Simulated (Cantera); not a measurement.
An adiabatic, constant-volume homogeneous reactor starts with CH4 : H2 : O2 : N2 = 1 : 0.31 : 1.03 : 7.9 (molar parts), equivalence ratio 2.1, at 1325 K and 370000 Pa.

Cantera simulation using GRI-Mech 3.0 (53 species, 325 reactions); the numbers are that mechanism's predictions, not measurements.

Task: Predict: time of steepest temperature rise; temperature at 4.00 s; equilibrium temperature; x(H2) at 4.00 s; x(O2) at 4.00 s; x(CO2) at 4.00 s.

Result: 
```json
{
  "time_of_steepest_temperature_rise": "1.48 ms",
  "temperature at 4.00 s": "2265 K",
  "equilibrium_temperature": "2265 K",
  "x(H2) at 4.00 s": "0.121 (gas-phase equilibrium 0.121)",
  "x(O2) at 4.00 s": "2.03e-7 (gas-phase equilibrium 2.03e-7)",
  "x(CO2) at 4.00 s": "0.0100 (gas-phase equilibrium 0.0100)"
}
```
